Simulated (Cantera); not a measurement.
Equilibrium for aluminium nitride and oxide growth: AlCl3 + N2 + H2

Charge: 1 mol AlCl3, 1.7 mol N2, 990 mol H2, equilibrated at 0.578 Torr.

Method: chemical equilibrium by Gibbs-energy minimisation in Cantera with the NASA 1993 tables (ideal gas, pure condensed phases). Candidate condensed phases: Al, AlCl3, AlN, NH4Cl; 20 gas species. The tables' values for AlCl2 are old estimates; treat these amounts as uncertain. Equilibrium is a limit: real reactors are often held back by kinetics, nucleation or transport.

```
T (°C)  log p H2  log p H  log p HCl  log p N2  n AlN(s)
------  --------  -------  ---------  --------  --------
1050       -3.12    -7.36      -5.81     -5.88   0.00295
1075       -3.12    -7.19      -5.81     -5.88         0
1100       -3.12    -7.04      -5.81     -5.88         0
1125       -3.12    -6.88      -5.81     -5.88         0
1150       -3.12    -6.74      -5.81     -5.88         0
1175       -3.12    -6.59      -5.81     -5.88         0
1200       -3.12    -6.46      -5.81     -5.88         0
1225       -3.12    -6.32      -5.81     -5.88         0
1250       -3.12    -6.19      -5.81     -5.88         0
1275       -3.12    -6.07      -5.81     -5.88         0
1300       -3.12    -5.95      -5.81     -5.88         0
1325       -3.12    -5.83      -5.81     -5.88         0
1350       -3.12    -5.72      -5.81     -5.88         0
```
log p: log10 of the partial pressure in bar; n: condensed amount in mol.

At 1050 °C the condensed part is AlN(s). From 1075 °C to 1350 °C nothing is condensed. The main Al-bearing gas is AlCl throughout.
